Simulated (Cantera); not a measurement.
## Thermodynamics of sublimation and decomposition of ceramics, feed Al2O3 + H2

A closed system holds: 1 mol Al2O3, 0.041 mol H2, held at 1250 °C and 1.00 Torr.

Cantera equilibrium calculation (NASA polynomials, part measured and part estimated; ideal gas, pure solids and liquids). Candidate condensed phases: Al, Al2O3, H2O; 19 gas species. Rates play no part.

```yaml
x(H2): 0.999
x(H): 0.000634
x(H2O): 3.57e-6
x(Al): 2.16e-6
n(Al2O3(s)): 1.00 mol
gas_amount: 0.04101 mol
log10 activity of Al(l) (absent): -3.83
```
